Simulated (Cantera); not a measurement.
**Ignition delay**

Mixture: 7.91 % CH₄, 18.4 % O₂, 69.1 % N₂, 4.58 % H₂O, equivalence ratio 0.86, at 18.0 bar, adiabatic and at constant pressure. Ignition delay is the time to a rise of 400 K.

Computed with Cantera and GRI-Mech 3.0 (53 species, 325 reactions). The pressure lies above the range GRI-Mech 3.0 was tuned for (to about 10 atm).

```csv
T0 (K),delay (ms)
1150,4.35
1200,2.32
1250,1.30
1300,0.759
1350,0.455
1400,0.279
1450,0.175
1500,0.111
1550,0.0718
```

```json
{
 "apparent activation energy between 1450 and 1550 K": "170 kJ/mol"
}
```
